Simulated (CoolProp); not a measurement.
Vapour-liquid equilibrium of dimethyl ether (1) + isobutane (2) at -63.65 °C; x and y are mole fractions of (1).

Computed with CoolProp (multi-fluid Helmholtz-energy mixture model, Wu 2011 and Bücker 2006; pair parameters Bell 2016).

Problem. Give the bubble pressure and the first vapour's composition at x = 0.125, 0.5, 0.725. Is there an azeotrope?

Solution. x = 0.125: 0.09556 bar, y = 0.319; x = 0.5: 0.1260 bar, y = 0.642; x = 0.725: 0.1322 bar, y = 0.760. y crosses x between x = 0.8 and 0.875: the model has an azeotrope there.

Pair parameters are fitted to limited data, so mixtures are less certain than the pure fluids.
